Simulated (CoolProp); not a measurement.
Vapour-liquid equilibrium of cyclohexane (1) + ethylbenzene (2) at 296 kPa; x and y are mole fractions of (1).

Model: multi-fluid Helmholtz-energy mixture model, Zhou 2014 and Zhou 2012; pair parameters Bell 2016, in CoolProp.

Q: Give the bubble temperature and the first vapour's composition at x = 0.125, 0.275, 0.65. Is there an azeotrope?

A: x = 0.125: 440.5 K, y = 0.335; x = 0.275: 427.3 K, y = 0.583; x = 0.65: 406.4 K, y = 0.868. No azeotrope shows between x = 0.05 and 0.95.

Pair parameters are fitted to limited data, so mixtures are less certain than the pure fluids.
